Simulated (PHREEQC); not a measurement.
## Alkaline etch or developer

Solution (25 °C): 0.0058 mol/kgw NH3, 0.00015 mol/kgw H4SiO4 and 0.0015 mol/kgw K2CO3. Closed to the air; pH follows from the charge balance.

The numbers come from PHREEQC with the ion-association model, phreeqc.dat.

Each row changes one thing in this solution. This is a speciation only: nothing precipitates in the calculation.

```json
[
 {"case": "as made", "pH": "10.67", "ionic strength (mol/kgw)": "0.00432", "NH3 (mol/kgw)": "0.00557", "CO3-2 (mol/kgw)": "0.00109", "HCO3- (mol/kgw)": "0.000409", "NH4+ (mol/kgw)": "0.000228", "SI of Quartz (SiO2)": "-0.77"},
 {"case": "temperature from 25 to 40 °C", "pH": "10.32", "ionic strength (mol/kgw)": "0.00409", "NH3 (mol/kgw)": "0.00561", "CO3-2 (mol/kgw)": "0.000908", "HCO3- (mol/kgw)": "0.000592", "NH4+ (mol/kgw)": "0.000187", "SI of Quartz (SiO2)": "-0.85"},
 {"case": "diluted 100-fold with water", "pH": "9.51", "ionic strength (mol/kgw)": "5.25e-5", "NH3 (mol/kgw)": "3.75e-5", "CO3-2 (mol/kgw)": "2.02e-6", "HCO3- (mol/kgw)": "1.30e-5", "NH4+ (mol/kgw)": "2.05e-5", "SI of Quartz (SiO2)": "-2.01"},
 {"case": "temperature from 25 to 30 °C", "pH": "10.54", "ionic strength (mol/kgw)": "0.00425", "NH3 (mol/kgw)": "0.00559", "CO3-2 (mol/kgw)": "0.00103", "HCO3- (mol/kgw)": "0.000467", "NH4+ (mol/kgw)": "0.000214", "SI of Quartz (SiO2)": "-0.79"},
 {"case": "K2CO3 from 0.0015 to 0.0075 mol/kgw", "pH": "10.94", "ionic strength (mol/kgw)": "0.0216", "NH3 (mol/kgw)": "0.00567", "CO3-2 (mol/kgw)": "0.00646", "HCO3- (mol/kgw)": "0.00104", "NH4+ (mol/kgw)": "0.000133", "SI of Quartz (SiO2)": "-1.05"}
]
```

Constants without temperature data keep their 25 °C values here.
